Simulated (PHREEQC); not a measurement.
Solution (25 °C): 1.8 mol/kgw KCl and 3.7 mol/kgw KBr. It is in equilibrium with CO2 at log p = -3.4 (atm). Otherwise closed; pH follows from the charge balance.

The numbers come from PHREEQC with the Pitzer model, pitzer.dat.

Q: The ionic strength comes out as 5.50 mol/kgw. What activity coefficients do HCO3-, K+, H+, Cl-, Br- get?

A: HCO3- 0.45, K+ 0.62, H+ 2.4, Cl- 0.60, Br- 0.65. Single-ion values are on the MacInnes scale.

Precipitation was switched off in this run. In brines, pH and single-ion activities rest on the MacInnes convention.
